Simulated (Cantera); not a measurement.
A perfectly stirred reactor is fed with CO : O₂ : H₂O : N₂ = 0.022 : 0.0099 : 0.0002 : 1 (molar parts), equivalence ratio 1.1, at 500000 Pa; it is held at 1298 K, and followed from long to short residence time.

Cantera simulation using GRI-Mech 3.0 (53 species, 325 reactions); the numbers are that mechanism's predictions, not measurements.

Question: Predict: x(CO) at τ = 4.70 s; x(O₂) at τ = 4.70 s; x(H₂O) at τ = 4.70 s; x(O) at τ = 4.70 s; x(H) at τ = 4.70 s; x(CO) at τ = 42.0 ms; x(O₂) at τ = 42.0 ms; x(H₂O) at τ = 42.0 ms; x(O) at τ = 42.0 ms; x(H) at τ = 42.0 ms.

Answer: 
```json
{
 "x(CO) at τ = 4.70 s": "0.00220",
 "x(O₂) at τ = 4.70 s": "3.06e-5",
 "x(H₂O) at τ = 4.70 s": "0.000182",
 "x(O) at τ = 4.70 s": "1.41e-6",
 "x(H) at τ = 4.70 s": "5.05e-6",
 "x(CO) at τ = 42.0 ms": "0.00662",
 "x(O₂) at τ = 42.0 ms": "0.00221",
 "x(H₂O) at τ = 42.0 ms": "0.000181",
 "x(O) at τ = 42.0 ms": "4.18e-5",
 "x(H) at τ = 42.0 ms": "7.02e-6"
}
```
